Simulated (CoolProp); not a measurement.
Toluene at several states: density (kg/m³) from the reference equation and from simpler models built on Tc = 318.6 °C, pc = 4126 kPa, ω = 0.266; each cubic takes its own stable root.

Computed with CoolProp (reference Helmholtz-energy equation of state, Lemmon 2006). It is a short technical equation, of lower accuracy than the large ones.

```json
[
 {"T (°C)": "-16.65", "p (kPa)": "4850", "phase": "liquid", "reference": "903.7"},
 {"T (°C)": "-55.75", "p (kPa)": "24.8", "phase": "liquid", "reference": "937.1"},
 {"T (°C)": "78.05", "p (kPa)": "3020", "phase": "liquid", "reference": "815.0"},
 {"T (°C)": "335.25", "p (kPa)": "16.5", "phase": "gas", "reference": "0.3009"}
]
```

Problem. How far does each simpler model (Redlich-Kwong, Soave-Redlich-Kwong, Peng-Robinson) lie from the reference over these 4 states: mean and median of the absolute difference, and the worst?

Solution. 
- Redlich-Kwong: mean 9.9 %, median 13.0 %, worst -13.9 % at -55.75 °C and 24.8 kPa
- Soave-Redlich-Kwong: mean 8.8 %, median 11.0 %, worst -13.0 % at -55.75 °C and 24.8 kPa
- Peng-Robinson: mean 1.2 %, median 1.1 %, worst -2.5 % at -55.75 °C and 24.8 kPa
